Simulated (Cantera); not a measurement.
# Hydrocarbon pyrolysis for carbon deposition

An isothermal, constant-pressure homogeneous reactor starts with 1.89 % CH4, 98.1 % N2, at 1973 K and 0.420 bar.

Computed with Cantera and GRI-Mech 3.0 (53 species, 325 reactions). GRI-Mech 3.0 stops at C3 and has no aromatics, soot or wall deposition, so with more carbon than oxygen in the feed, carbon stays in small species such as C2H2 where larger ones or solid carbon would form.

```
t (s)        x CH4     x HCN    x C2H6    x CH2     x CH3   x C2H2
--------  --------  --------  --------  -------  --------  -------
0.000900   0.00866   4.34e-6   1.19e-5  7.63e-6   0.00127  0.00338
0.00184    0.00402   1.41e-5   3.00e-6  5.21e-6  0.000650  0.00674
0.00376    0.00164   2.91e-5   6.14e-7  3.08e-6  0.000299  0.00825
0.00769   0.000606   4.87e-5   1.05e-7  1.58e-6  0.000126  0.00886
0.0157    0.000222   7.04e-5   1.65e-8  7.13e-7   5.04e-5  0.00908
0.0321     8.33e-5   9.19e-5   2.52e-9  2.99e-7   1.98e-5  0.00916
0.0656     3.04e-5  0.000111  3.52e-10  1.15e-7   7.41e-6  0.00918
0.134      9.64e-6  0.000125  3.72e-11  3.76e-8   2.38e-6  0.00919
0.274      2.49e-6  0.000132  3.56e-12  9.90e-9   6.19e-7  0.00919
0.561      1.07e-6  0.000136  1.58e-12  4.31e-9   2.68e-7  0.00919
1.15       9.86e-7  0.000139  1.51e-12  3.95e-9   2.46e-7  0.00918
2.34       9.87e-7  0.000146  1.51e-12  3.95e-9   2.46e-7  0.00918
4.79       1.01e-6  0.000160  1.53e-12  4.06e-9   2.53e-7  0.00917
9.78       1.07e-6  0.000188  1.58e-12  4.28e-9   2.67e-7  0.00916
20.0       1.16e-6  0.000245  1.66e-12  4.66e-9   2.90e-7  0.00913
```
x: mole fraction; the columns are a selection and need not sum to one.

Equilibrium at this temperature and pressure: CH4 8.96e-7, HCN 0.0172, C2H6 <1e-12, CH2 3.59e-9, CH3 2.24e-7, C2H2 0.000673 (gas phase only).
